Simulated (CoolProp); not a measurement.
Vapour-liquid equilibrium of C2F6 (R116) (1) + R143a (2) at 270.2 K; x and y are mole fractions of (1).

The numbers come from the multi-fluid Helmholtz-energy mixture model, Lemmon 2006 and Lemmon and Jacobsen 2000; pair parameters Bell 2016 in CoolProp.

| x | bubble pressure, mixture model (MPa) | bubble pressure, Raoult's law (MPa) | y, mixture model | y, Raoult's law |
|---|---|---|---|---|
| 0.05 | 0.6962 | 0.6217 | 0.199 | 0.137 |
| 0.125 | 0.8691 | 0.7072 | 0.376 | 0.301 |
| 0.2 | 1.015 | 0.7926 | 0.484 | 0.430 |
| 0.275 | 1.137 | 0.8781 | 0.557 | 0.534 |
| 0.35 | 1.239 | 0.9636 | 0.612 | 0.619 |
| 0.425 | 1.326 | 1.049 | 0.656 | 0.690 |
| 0.5 | 1.402 | 1.135 | 0.695 | 0.751 |
| 0.575 | 1.469 | 1.220 | 0.730 | 0.803 |
| 0.65 | 1.529 | 1.305 | 0.766 | 0.849 |
| 0.725 | 1.583 | 1.391 | 0.805 | 0.888 |
| 0.8 | 1.631 | 1.476 | 0.847 | 0.924 |
| 0.875 | 1.670 | 1.562 | 0.896 | 0.955 |
| 0.95 | 1.697 | 1.647 | 0.954 | 0.983 |

The largest gap from Raoult's law is +29.5 % in bubble pressure, at x = 0.275. No azeotrope shows between x = 0.05 and 0.95.

The pair parameters rest on a limited set of measurements; away from them the model extrapolates.
